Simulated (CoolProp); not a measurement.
Ethylene along the isotherm 41.55 °C: fugacity coefficient from the reference equation and from simpler models built on Tc = 9.2 °C, pc = 50.42 bar, ω = 0.087; each cubic takes its own stable root.

Model: reference Helmholtz-energy equation of state, Smukala 2000, in CoolProp.

| p (bar) | phase | reference | van der Waals | Peng-Robinson |
|---|---|---|---|---|
| 1.8 | gas | 0.9914 | 0.9919 | 0.9901 |
| 3.6 | gas | 0.9829 | 0.9838 | 0.9803 |
| 5.4 | gas | 0.9744 | 0.9757 | 0.9706 |
| 7.2 | gas | 0.9659 | 0.9676 | 0.9609 |
| 9 | gas | 0.9575 | 0.9596 | 0.9512 |
| 10.8 | gas | 0.9490 | 0.9515 | 0.9417 |
| 12.6 | gas | 0.9407 | 0.9435 | 0.9322 |
| 14.4 | gas | 0.9323 | 0.9355 | 0.9228 |
| 16.2 | gas | 0.9240 | 0.9275 | 0.9134 |
| 18 | gas | 0.9157 | 0.9195 | 0.9041 |
| 19.8 | gas | 0.9074 | 0.9115 | 0.8949 |
| 21.6 | gas | 0.8992 | 0.9035 | 0.8857 |
| 23.4 | gas | 0.8910 | 0.8956 | 0.8766 |
| 25.2 | gas | 0.8828 | 0.8876 | 0.8675 |
